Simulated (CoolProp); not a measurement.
A single-stage vapour-compression cycle with the fluid: evaporating at 313.15 K (dew point), condensing at 375.15 K (bubble point), superheat 8 K, subcooling 2 K, compressor efficiency 0.75, no pressure losses. The same conditions are run with several fluids, on thermodynamics alone (safety and materials aside).

Model: reference Helmholtz-energy equation of state of each fluid (ethanol: Schroeder 2014; vinyl chloride: Thol 2022; R245fa: Akasaka 2015; R11: Jacobsen 1992; R124: de Vries 1995; R141b: Lemmon 2006), in CoolProp.

| fluid | cooling COP | pressure ratio | discharge temperature (K) | refrigerating effect (kJ/kg) | volumetric capacity (kJ/m³) |
|---|---|---|---|---|---|
| ethanol | 3.24 | … | 457.7 | 744 | 232 |
| vinyl chloride | 2.84 | … | … | 215 | 3350 |
| R245fa | 2.54 | 5.28 | 380.1 | … | 1390 |
| R11 | 3.01 | 4.93 | … | 124 | 1170 |
| R124 | 2.15 | 4.17 | 385.5 | 66.1 | 2310 |
| R141b | 2.98 | 5.33 | … | 151 | 920 |

Some entries are withheld; supply them.


- ethanol, pressure ratio: 13.4
- vinyl chloride, pressure ratio: 3.97
- vinyl chloride, discharge temperature (K): 416.8
- R245fa, refrigerating effect (kJ/kg): 103
- R11, discharge temperature (K): 398.7
- R141b, discharge temperature (K): 391.4
